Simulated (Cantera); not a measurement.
Input: 1 mol TiCl4, 0.45 mol CH4, at 1677 °C and 1.00 bar.

Equilibrium computed with Cantera from the NASA thermochemical tables; the gas is ideal and each condensed phase is pure. Candidate condensed phases: C, C6H6, C7H8, C8H18, Ti, TiC, TiCl2, TiCl3, TiCl4; 96 gas species. The tables' values for TiCl2 are old estimates; treat these amounts as uncertain. TiC: taken at fixed stoichiometry. Kinetics and transport are ignored.

Base state: HCl 0.505, TiCl3 0.249, H2 0.130, TiCl4 0.109, TiCl2 0.00464, Cl 0.00120, H 0.000413, C2H2 (acetylene) 7.10e-5 (mole fractions); condensed: C(graphite) + TiC(s).

Q: What changes in the equilibrium state with this change: temperature from 1677 °C to 1250 °C?

A: 
```json
[
 {"species": "HCl", "before": "0.505", "after": "0.363"},
 {"species": "TiCl4", "before": "0.109", "after": "0.270"},
 {"species": "H2", "before": "0.130", "after": "0.233"},
 {"species": "TiCl3", "before": "0.249", "after": "0.134"},
 {"species": "Cl", "before": "0.00120", "after": "1.40e-5"},
 {"species": "H", "before": "0.000413", "after": "1.12e-5"},
 {"species": "C(graphite), mol", "before": "0.304", "after": "0.325"},
 {"species": "TiC(s), mol", "before": "0.146", "after": "0.124"}
]
```

Q: What changes in the equilibrium state with this change: temperature from 1677 °C to 1577 °C?

A: 
```json
[
 {"species": "HCl", "before": "0.505", "after": "0.483"},
 {"species": "TiCl3", "before": "0.249", "after": "0.230"},
 {"species": "H2", "before": "0.130", "after": "0.147"},
 {"species": "TiCl4", "before": "0.109", "after": "0.137"},
 {"species": "Cl", "before": "0.00120", "after": "0.000515"},
 {"species": "H", "before": "0.000413", "after": "0.000207"},
 {"species": "TiCl2", "before": "0.00464", "after": "0.00244"},
 {"species": "C(graphite), mol", "before": "0.304", "after": "0.306"},
 {"species": "TiC(s), mol", "before": "0.146", "after": "0.144"}
]
```
